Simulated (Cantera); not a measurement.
**Equilibrium for calcination and drying: MgSO₄ + C + H₂**

A closed system holds: 1 mol MgSO₄, 1.5 mol C, 0.11 mol H₂, at 948 K and 0.00133 bar.

These are equilibrium values from Cantera (NASA tables, ideal gas, pure condensed phases), not measurements of a reactor. Candidate condensed phases: C, C₆H₆, C₇H₈, C₈H₁₈, H₂O, H₂SO₄, Mg, MgCO₃, MgO, Mg(OH)₂, MgS, MgSO₄, S; 130 gas species. Gases not in the tables: S₃ to S₇. Kinetics and transport are ignored.

| Property | Result |
|---|---|
| x(CO₂) | 0.673 |
| x(S₂) | 0.226 |
| x(CO) | 0.0383 |
| x(H₂O) | 0.0341 |
| x(H₂S) | 0.0150 |
| x(COS) | 0.00518 |
| x(SO₂) | 0.00459 |
| x(H₂) | 0.00351 |
| x(S₂O) | 0.000254 |
| n(MgO(s)) | 1.00 mol |
| gas amount | 2.094 mol |
| log10 activity of S(l) (absent) | -1.98 |
| log10 activity of C(graphite) (absent) | -5.29 |
| log10 activity of MgCO₃(s) (absent) | -5.52 |
